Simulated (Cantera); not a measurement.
Cantera run, input and output.

```python
import numpy as np
import cantera as ct

surf = ct.Interface("ptcombust.yaml", "Pt_surf")
gas = surf.adjacent["gas"]
gas.TPX = 975, 29000, {'CH4': 0.0028, 'O2': 0.12, 'N2': 0.79, 'H2O': 0.0057}
surf.TP = 975, 29000
reactor = ct.FlowReactor(gas, clone=False)
reactor.area = 0.0001  # m2
reactor.surface_area_to_volume_ratio = 330  # 1/m
reactor.mass_flow_rate = 0.16 * reactor.area * gas.density  # inlet velocity 0.16 m/s
reactor.energy_enabled = False
wall = ct.ReactorSurface(surf, reactor, clone=False)
net = ct.ReactorNet([reactor])
net.rtol, net.atol = 1e-8, 1e-16
show, cover = ['CH4', 'O2', 'H2O', 'CO2', 'CO'], ['PT(S)', 'H(S)', 'O(S)', 'OH(S)', 'CO(S)', 'C(S)']

rows = []
print(f"{'z/m':>9s}{'u/(m/s)':>9s}" + "".join(f"{s:>13s}" for s in show + cover))
for z in [0.0004, 0.00072, 0.0013, 0.0023, 0.004, 0.0072, 0.013, 0.023, 0.04]:
    net.advance(z)
    rows.append([reactor.speed, *gas[show].X, *surf[cover].coverages])
    print(f"{z:9.4g}{rows[-1][0]:9.3g}" + "".join(f"{x:13.4e}" for x in rows[-1][1:]))
```

Output:

```
      z/m  u/(m/s)          CH4           O2          H2O          CO2           CO        PT(S)         H(S)         O(S)        OH(S)        CO(S)         C(S)
   0.0004     0.16   2.8343e-03   1.3022e-01   6.6325e-03   2.1171e-04   1.4265e-06   2.2037e-01   1.2725e-07   7.7873e-01   8.9709e-04   1.7830e-06   9.7758e-09
  0.00072     0.16   2.6737e-03   1.2990e-01   6.9527e-03   3.7164e-04   1.3463e-06   2.2046e-01   1.3034e-07   7.7862e-01   9.1839e-04   1.6839e-06   9.2319e-09
   0.0013     0.16   2.4049e-03   1.2937e-01   7.4882e-03   6.3910e-04   1.2121e-06   2.2062e-01   1.3537e-07   7.7843e-01   9.5298e-04   1.5175e-06   8.3194e-09
   0.0023     0.16   2.0024e-03   1.2857e-01   8.2898e-03   1.0394e-03   1.0106e-06   2.2085e-01   1.4261e-07   7.7814e-01   1.0026e-03   1.2672e-06   6.9467e-09
    0.004     0.16   1.4650e-03   1.2750e-01   9.3598e-03   1.5736e-03   7.4112e-07   2.2117e-01   1.5181e-07   7.7776e-01   1.0653e-03   9.3076e-07   5.1017e-09
   0.0072     0.16   8.1126e-04   1.2620e-01   1.0661e-02   2.2230e-03   4.1271e-07   2.2156e-01   1.6241e-07   7.7730e-01   1.1371e-03   5.1804e-07   2.8383e-09
    0.013     0.16   2.7648e-04   1.2513e-01   1.1726e-02   2.7543e-03   1.4369e-07   2.2189e-01   1.7068e-07   7.7692e-01   1.1928e-03   1.7758e-07   9.7105e-10
    0.023     0.16   4.2990e-05   1.2466e-01   1.2192e-02   2.9872e-03   2.5733e-08   2.2203e-01   1.7421e-07   7.7675e-01   1.2164e-03   2.8060e-08   1.5125e-10
     0.04     0.16   1.8106e-06   1.2458e-01   1.2277e-02   3.0300e-03   3.8751e-09   2.2206e-01   1.7484e-07   7.7672e-01   1.2206e-03   1.5134e-09   6.3721e-12
```

Detailed kinetics in Cantera: Deutschmann's 1995 Pt surface mechanism with GRI-Mech 3.0 gas chemistry. Catalytic surfaces can have several steady states; this one follows from the mechanism file's or the stated starting coverage. Mass transfer to the wall is taken as infinitely fast.
